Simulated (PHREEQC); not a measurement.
A solution holds 0.0047 mol/kgw HCl, 0.00085 mol/kgw Li2SO4 and 0.001 mol/kgw MnSO4, at 65 °C and 50 atm. Closed to the air; pH follows from the charge balance.

The numbers come from PHREEQC with the Pitzer model, pitzer.dat.

Precipitation was switched off in this run.

Question: What pH, specific conductance does the model give?

Answer: pH 2.45; specific conductance 3980 µS/cm.

Question: In which forms is S present?

Answer: SO4-2 59 %, HSO4- 41 % of the S.

Under pressure, the constants of complexes without a molar volume in the database are unreliable. At this temperature some constants are extrapolated from 25 °C, and those without enthalpy data are left unchanged.
